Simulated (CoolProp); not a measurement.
Vapour-liquid equilibrium of R227EA (1) + isobutane (2) at 68.95 °C; x and y are mole fractions of (1).

Computed with CoolProp (multi-fluid Helmholtz-energy mixture model, Lemmon 2016 and Bücker 2006; pair parameters Bell 2016).

```json
[
 {"x": "0.05", "bubble pressure (MPa)": "1.196", "y at the bubble point": "0.126", "dew pressure at overall composition x (MPa)": "1.113", "liquid density (mol/L)": "8.246"},
 {"x": "0.125", "bubble pressure (MPa)": "1.349", "y at the bubble point": "0.251", "dew pressure at overall composition x (MPa)": "1.195", "liquid density (mol/L)": "8.009"},
 {"x": "0.2", "bubble pressure (MPa)": "1.458", "y at the bubble point": "0.334", "dew pressure at overall composition x (MPa)": "…", "liquid density (mol/L)": "7.783"},
 {"x": "0.275", "bubble pressure (MPa)": "1.537", "y at the bubble point": "0.397", "dew pressure at overall composition x (MPa)": "1.380", "liquid density (mol/L)": "7.571"},
 {"x": "0.35", "bubble pressure (MPa)": "1.594", "y at the bubble point": "0.450", "dew pressure at overall composition x (MPa)": "1.478", "liquid density (mol/L)": "7.378"},
 {"x": "0.425", "bubble pressure (MPa)": "1.635", "y at the bubble point": "0.497", "dew pressure at overall composition x (MPa)": "1.568", "liquid density (mol/L)": "7.208"},
 {"x": "0.5", "bubble pressure (MPa)": "1.663", "y at the bubble point": "0.543", "dew pressure at overall composition x (MPa)": "1.637", "liquid density (mol/L)": "…"},
 {"x": "0.575", "bubble pressure (MPa)": "1.678", "y at the bubble point": "0.591", "dew pressure at overall composition x (MPa)": "1.675", "liquid density (mol/L)": "6.951"},
 {"x": "0.65", "bubble pressure (MPa)": "1.680", "y at the bubble point": "0.642", "dew pressure at overall composition x (MPa)": "1.679", "liquid density (mol/L)": "6.868"},
 {"x": "0.725", "bubble pressure (MPa)": "1.667", "y at the bubble point": "0.698", "dew pressure at overall composition x (MPa)": "1.656", "liquid density (mol/L)": "6.816"},
 {"x": "0.8", "bubble pressure (MPa)": "1.637", "y at the bubble point": "0.762", "dew pressure at overall composition x (MPa)": "1.613", "liquid density (mol/L)": "6.791"},
 {"x": "0.875", "bubble pressure (MPa)": "1.587", "y at the bubble point": "0.837", "dew pressure at overall composition x (MPa)": "1.557", "liquid density (mol/L)": "6.790"},
 {"x": "0.95", "bubble pressure (MPa)": "1.514", "y at the bubble point": "0.927", "dew pressure at overall composition x (MPa)": "1.495", "liquid density (mol/L)": "…"}
]
```

**Question.** Some entries are withheld; supply them.

**Answer.** 
- 0.2, dew pressure at overall composition x (MPa): 1.284
- 0.5, liquid density (mol/L): 7.065
- 0.95, liquid density (mol/L): 6.807

y crosses x between x = 0.575 and 0.65: the model has an azeotrope there.

Pair parameters are fitted to limited data, so mixtures are less certain than the pure fluids.
